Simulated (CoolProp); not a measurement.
Properties of nitrogen at several states.

Values from CoolProp's reference Helmholtz-energy equation of state, Span 2000.

```csv
T (K),p (MPa),phase,Joule-Thomson coefficient (K/MPa),conductivity (mW/(m K))
284.7,0.542,gas,2.337,25.0
235.5,0.0475,gas,3.468,21.1
846.9,0.0296,gas,-0.4503,57.9
226.6,3.61,supercritical,3.285,22.7
```

Thermal conductivity comes from a separate model (Lemmon 2004).
